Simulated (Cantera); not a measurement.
A freely propagating, adiabatic, planar premixed flame of 8.59 % CH4, 0.335 % C2H6, 19.2 % O2, 71.9 % N2, equivalence ratio 0.96, unburnt at 700 K and 0.118 atm; mixture-averaged transport, grid criteria slope 0.08 and curve 0.16, no radiation.

Computed with Cantera and GRI-Mech 3.0 (53 species, 325 reactions). Burning velocities carry a grid error of a few per cent, more on coarse grids.

x: mole fraction of selected species; z is measured from the peak of heat release.

```json
[
 {"z (mm)": "-6.15", "T (K)": "700", "u (m/s)": "2.45", "x CH4": "0.0858", "x C2H6": "0.00335", "x O2": "0.191", "x HO2": "___", "x NO2": "<1e-8", "x H2O2": "<1e-8"},
 {"z (mm)": "-4.10", "T (K)": "701", "u (m/s)": "2.46", "x CH4": "0.0856", "x C2H6": "0.00334", "x O2": "0.191", "x HO2": "___", "x NO2": "<1e-8", "x H2O2": "7.54e-8"},
 {"z (mm)": "-3.07", "T (K)": "705", "u (m/s)": "2.48", "x CH4": "0.0851", "x C2H6": "0.00333", "x O2": "0.190", "x HO2": "___", "x NO2": "<1e-8", "x H2O2": "2.25e-7"},
 {"z (mm)": "-2.05", "T (K)": "741", "u (m/s)": "2.62", "x CH4": "0.0823", "x C2H6": "0.00333", "x O2": "0.187", "x HO2": "___", "x NO2": "<1e-8", "x H2O2": "5.78e-7"},
 {"z (mm)": "-1.02", "T (K)": "1015", "u (m/s)": "3.65", "x CH4": "0.0633", "x C2H6": "0.00317", "x O2": "0.164", "x HO2": "___", "x NO2": "<1e-8", "x H2O2": "1.84e-6"},
 {"z (mm)": "-0.512", "T (K)": "1373", "u (m/s)": "5.02", "x CH4": "0.0366", "x C2H6": "0.00148", "x O2": "0.128", "x HO2": "___", "x NO2": "<1e-8", "x H2O2": "2.95e-6"},
 {"z (mm)": "0", "T (K)": "1734", "u (m/s)": "6.41", "x CH4": "0.0105", "x C2H6": "0.000109", "x O2": "0.0821", "x HO2": "___", "x NO2": "<1e-8", "x H2O2": "9.41e-7"},
 {"z (mm)": "0.512", "T (K)": "1894", "u (m/s)": "7.03", "x CH4": "0.00126", "x C2H6": "8.66e-7", "x O2": "0.0522", "x HO2": "___", "x NO2": "<1e-8", "x H2O2": "1.75e-7"},
 {"z (mm)": "1.02", "T (K)": "1928", "u (m/s)": "7.15", "x CH4": "8.20e-5", "x C2H6": "<1e-8", "x O2": "0.0397", "x HO2": "___", "x NO2": "<1e-8", "x H2O2": "6.09e-8"},
 {"z (mm)": "2.05", "T (K)": "1947", "u (m/s)": "7.20", "x CH4": "3.53e-7", "x C2H6": "<1e-8", "x O2": "0.0329", "x HO2": "___", "x NO2": "<1e-8", "x H2O2": "5.45e-8"},
 {"z (mm)": "4.10", "T (K)": "1966", "u (m/s)": "7.24", "x CH4": "<1e-8", "x C2H6": "<1e-8", "x O2": "0.0303", "x HO2": "1.14e-6", "x NO2": "<1e-8", "x H2O2": "5.10e-8"},
 {"z (mm)": "8.20", "T (K)": "1990", "u (m/s)": "7.32", "x CH4": "<1e-8", "x C2H6": "<1e-8", "x O2": "0.0292", "x HO2": "1.08e-6", "x NO2": "<1e-8", "x H2O2": "4.66e-8"},
 {"z (mm)": "16.4", "T (K)": "2029", "u (m/s)": "7.43", "x CH4": "<1e-8", "x C2H6": "<1e-8", "x O2": "0.0282", "x HO2": "9.99e-7", "x NO2": "<1e-8", "x H2O2": "4.07e-8"}
]
```

**Question.** Fill in the missing entries.

**Answer.** 
- -6.15, x HO2: 1.19e-6
- -4.10, x HO2: 8.34e-6
- -3.07, x HO2: 1.90e-5
- -2.05, x HO2: 2.92e-5
- -1.02, x HO2: 5.81e-5
- -0.512, x HO2: 0.000162
- 0, x HO2: 0.000133
- 0.512, x HO2: 2.23e-5
- 1.02, x HO2: 2.66e-6
- 2.05, x HO2: 1.25e-6
